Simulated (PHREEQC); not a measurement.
Consider water at 25 °C with 0.0034 mol/kgw HNO3, 0.0002 mol/kgw NaCl and 0.13 mol/kgw MgCl2. Closed to the air; pH follows from the charge balance.

Equilibrium calculation in PHREEQC: ion-association model, phreeqc.dat.

No solid was allowed to form.

Question: Estimate the pH.

Answer: pH 2.58.
